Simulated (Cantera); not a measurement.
Charge: 1 mol SiH2Cl2, 0.17 mol Cl2, 7 mol N2, equilibrated at 4.60 mbar.

Method: chemical equilibrium by Gibbs-energy minimisation in Cantera with the NASA 1993 tables (ideal gas, pure condensed phases). Candidate condensed phases: NH4Cl, Si, Si3N4; 28 gas species. The tables' values for SiCl3, SiCl are old estimates; treat these amounts as uncertain. Equilibrium is a limit: real reactors are often held back by kinetics, nucleation or transport. All values below are at 1275 °C.

Base state: N2 0.759, HCl 0.108, SiCl2 0.0699, H2 0.0580, SiCl3 0.00392, SiCl4 0.000616, Cl 0.000162, H 0.000109 (mole fractions); condensed: Si3N4(s).

What changes in the equilibrium state with this change: SiH2Cl2 replaced by Si2H6?


```json
[
 {"species": "N2", "before": "0.759", "after": "0.642"},
 {"species": "H2", "before": "0.0580", "after": "0.321"},
 {"species": "HCl", "before": "0.108", "after": "0.0353"},
 {"species": "SiCl2", "before": "0.0699", "after": "0.00152"},
 {"species": "SiCl4", "before": "0.000616", "after": "2.59e-7"},
 {"species": "SiCl3", "before": "0.00392", "after": "1.18e-5"},
 {"species": "SiHCl3", "before": "4.05e-5", "after": "2.87e-7"},
 {"species": "Cl", "before": "0.000162", "after": "2.26e-5"},
 {"species": "Si3N4(s), mol", "before": "0.112", "after": "0.662"}
]
```
The feed counts by its element totals alone. The tables' values for SiCl3 are old estimates; treat these amounts as uncertain.
